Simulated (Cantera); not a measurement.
Charge: 1 mol SiO2, a varied amount of MgO, 2.1 mol N2, at 1800 K and 10.0 mbar.

Method: chemical equilibrium by Gibbs-energy minimisation in Cantera with the NASA 1993 tables (ideal gas, pure condensed phases). Candidate condensed phases: Mg, MgO, MgSiO3, Mg2SiO4, Si, SiO2, Si2N2O, Si3N4; 20 gas species. Mutual solubility and eutectic melting of coexisting phases are not modelled. Condensed phases not in the tables: alloys, solid solutions and most ternary compounds. Equilibrium is a limit: real reactors are often held back by kinetics, nucleation or transport.

Question: At 1.1 mol MgO, list the 3 most abundant gas species with their mole fractions, and the condensed phases.

Answer: N2 1.000, SiO 4.24e-5, NO 2.70e-5. Condensed: MgSiO3(s) + Mg2SiO4(s).
